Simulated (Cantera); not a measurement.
Charge: 1 mol AlCl3, 120 mol NH3, 10 mol N2, 8.4 mol N2O, held at 1848.15 K and 13.3 mbar.

Cantera equilibrium calculation (NASA polynomials, part measured and part estimated; ideal gas, pure solids and liquids). Candidate condensed phases: Al, AlCl3, AlN, Al2O3, H2O, NH4Cl; 45 gas species. Equilibrium is a limit: real reactors are often held back by kinetics, nucleation or transport.

Base state: H2 0.657, N2 0.301, H2O 0.0265, HCl 0.0115, H 0.00373, Cl 4.94e-5, OH 1.11e-5 (mole fractions); condensed: Al2O3(s).

**Question.** What changes in the equilibrium state with this change: AlCl3 replaced by Al?

**Answer.** 
```
species         before    after
-------------  -------  -------
H2               0.657    0.667
N2               0.301    0.303
H2O             0.0265   0.0266
HCl             0.0115        0
Cl             4.94e-5        0
H              0.00373  0.00375
OH             1.11e-5  1.10e-5
Al2O3(s), mol    0.500    0.500
```

**Question.** What changes in the equilibrium state with this change: temperature from 1848.15 K to 1723.15 K?

**Answer.** 
| species | before | after |
|---|---|---|
| H2 | 0.657 | 0.659 |
| N2 | 0.301 | 0.301 |
| H2O | 0.0265 | 0.0265 |
| H | 0.00373 | 0.00128 |
| HCl | 0.0115 | 0.0115 |
| OH | 1.11e-5 | 2.83e-6 |
| Cl | 4.94e-5 | 1.74e-5 |
| Al2O3(s), mol | 0.500 | 0.500 |
